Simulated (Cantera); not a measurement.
Cantera run:

```python
import numpy as np
import cantera as ct

gas_names = [...]  # 113 gases of nasa_gas.yaml made of C, H, O, Ti
cond_names = """
    C(gr) C6H6(L) C7H8(L) C8H18(L),n-octa H2O(s) H2O(L) Ti(a) Ti(b) Ti(L) TiC(s) TiC(L) TiO(a) TiO(b)
    TiO(L) TiO2(ru) TiO2(L) Ti2O3(a) Ti2O3(b) Ti2O3(L) Ti3O5(a) Ti3O5(b) Ti3O5(L) Ti4O7(s) Ti4O7(L)
""".split()


# ... load() reads the species with a 1 bar reference pressure and builds the phases ...
atoms = {
    'Ti(OiPr)4': {'Ti': 1, 'C': 12, 'H': 28, 'O': 4},
    'H2': {'H': 2},
}
top_T = {'C(gr)': 4500}  # K; cautious upper limits of use, not melting points


# ... equilibrate(T, P, feed) seeds the gas with the atoms and calls Mixture.equilibrate('TP', solver="vcs", rtol=1e-11, max_steps=5000) ...
results = []
feed = {'Ti(OiPr)4': 1, 'H2': 6.3}  # mol
P = 550  # Pa
for T in [1123, 1173, 1223, 1273, 1323, 1373, 1423, 1473, 1523, 1573]:
    mix = equilibrate(T, P, feed)
    results.append((T, P, feed, dict(zip(mix.species_names, mix.species_moles))))

top = {s: max(r[3][s] / sum(r[3][g] for g in gas_names) for r in results) for s in gas_names}
cols = sorted((s for s in top if top[s] > 0.001), key=lambda s: -top[s])[:5]
seen = [c for c in cond_names if any(r[3].get(c, 0) > 1e-12 for r in results)]
print("log10 of partial pressures in bar; condensed amounts in mol")
print(f"{'T/K':>10s}" + "".join(f"{s[:9]:>10s}" for s in cols + seen))
for T, P, feed, n in results:
    ng = sum(n[g] for g in gas_names)
    print(f"{T:10.4g}" + "".join(f"{np.log10(max(n[s] / ng * P / 1e5, 1e-99)):10.3f}" for s in cols)
          + "".join(f"{n.get(c, 0):10.4g}" for c in seen))
```

Result:

```
log10 of partial pressures in bar; condensed amounts in mol
       T/K        H2        CO     C(gr)    TiC(s)  Ti3O5(b)
      1123    -2.307    -3.247     9.665         0    0.3333
      1173    -2.326    -3.109     8.043    0.6083    0.1306
      1223    -2.338    -3.043     6.999         1         0
      1273    -2.338    -3.043     6.999         1         0
      1323    -2.338    -3.043     6.999         1         0
      1373    -2.338    -3.043         7         1         0
      1423    -2.338    -3.043         7         1         0
      1473    -2.338    -3.043         7         1         0
      1523    -2.338    -3.043     6.999         1         0
      1573    -2.338    -3.043     6.999         1         0
```

Equilibrium computed with Cantera from the NASA thermochemical tables; the gas is ideal and each condensed phase is pure. The feed counts by its element totals alone. Mutual solubility and eutectic melting of coexisting phases are not modelled. TiC: taken at fixed stoichiometry.
